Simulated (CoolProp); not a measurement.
Saturated liquid density (kg/m³) of R22: the reference equation beside estimates from Tc = 369.3 K, pc = 4.990 MPa, ω = 0.221. Rackett uses Z = 0.29056 − 0.08775 ω.

The numbers come from the reference Helmholtz-energy equation of state, Kamei 1995 in CoolProp.

```tsv
T (K)	reference	Rackett	van der Waals	Redlich-Kwong	Soave-Redlich-Kwong
211	1470	…	882.8	1303	1333
219.1	…	1422	870.1	1282	1313
227.1	1424	1399	…	1260	1293
235.2	1401	1377	…	1236	1271
243.3	1377	1353	829.8	1212	1249
251.3	1352	1329	…	…	1225
259.4	1327	1304	800.4	1160	1200
267.5	1300	1278	784.7	1132	1173
275.5	1273	1252	…	1103	1145
283.6	1245	1224	751.1	…	1115
```

Some entries are withheld; supply them.


- 211, Rackett: 1443
- 219.1, reference: 1447
- 227.1, van der Waals: 857.3
- 235.2, van der Waals: 843.8
- 251.3, van der Waals: 815.5
- 251.3, Redlich-Kwong: 1187
- 275.5, van der Waals: 768.4
- 283.6, Redlich-Kwong: 1072

Absolute difference from the reference over all 10 rows, mean and median: Rackett 1.7 and 1.7 %, van der Waals 39.7 and 39.7 %, Redlich-Kwong 12.3 and 12.1 %, Soave-Redlich-Kwong 9.6 and 9.4 %.
